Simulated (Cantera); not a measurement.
Input: 1 mol MgSO4, 0.3 mol CO2, 6.4 mol H2O, equilibrated at 210 Pa.

These are equilibrium values from Cantera (NASA tables, ideal gas, pure condensed phases), not measurements of a reactor. Candidate condensed phases: C, C6H6, C7H8, C8H18, H2O, H2SO4, Mg, MgCO3, MgO, Mg(OH)2, MgS, MgSO4, S; 130 gas species. Equilibrium is a limit: real reactors are often held back by kinetics, nucleation or transport.

Problem. At 1677 °C, list the 4 most abundant gas species with their mole fractions, and the condensed phases.

Solution. H2O 0.747, SO2 0.119, O2 0.0638, CO2 0.0335. Condensed: MgO(s).
